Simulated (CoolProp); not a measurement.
The fluid at 293.15 K and 0.0464 MPa is compressed adiabatically to 0.319 MPa with isentropic efficiency 0.6. The same conditions are run with several fluids, on thermodynamics alone (safety and materials aside).

Model: reference Helmholtz-energy equation of state of each fluid (sulfur dioxide: Gao 2016; R410A: Lemmon 2003; R1336mzz(E): Akasaka 2023; R13: Platzer 1990), in CoolProp. The equations of Platzer and Polt are older, rougher fits. Blends and air are pseudo-pure fits.

```json
[
 {"fluid": "sulfur dioxide", "work (kJ/kg)": "148", "final temperature (K)": "512.2", "final density (kg/m³)": "4.84"},
 {"fluid": "R410A", "work (kJ/kg)": "122", "final temperature (K)": "429.9", "final density (kg/m³)": "6.55"},
 {"fluid": "R1336mzz(E)", "work (kJ/kg)": "48.6", "final temperature (K)": "355.0", "final density (kg/m³)": "19.0"},
 {"fluid": "R13", "work (kJ/kg)": "83.8", "final temperature (K)": "414.2", "final density (kg/m³)": "9.77"}
]
```
